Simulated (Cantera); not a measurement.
Hydrogen reduction and annealing atmospheres: PbO + H2 + H2O

Input: 1 mol PbO, a varied amount of H2, 0.84 mol H2O, equilibrated at 1202 °C and 133 Pa.

These are equilibrium values from Cantera (NASA tables, ideal gas, pure condensed phases), not measurements of a reactor. Candidate condensed phases: H2O, Pb, PbO, PbO2, Pb3O4; 12 gas species. Rates play no part.

From 1 mol H2 to 8.8 mol H2 nothing is condensed. The main Pb-bearing gas is Pb throughout.

```
n(H2) (mol)     x H2  x H2O    x Pb     x PbO
-----------  -------  -----  ------  --------
1            0.00844  0.639   0.344   0.00841
1.4            0.124  0.567   0.308  0.000456
1.9            0.241  0.492   0.267  0.000176
2.6            0.360  0.414   0.225   8.37e-5
3.5            0.468  0.344   0.187   4.45e-5
4.8            0.572  0.277   0.151   2.36e-5
6.5            0.659  0.221   0.120   1.30e-5
8.8            0.733  0.173  0.0940   7.17e-6
```
x: gas mole fraction; nothing condenses.
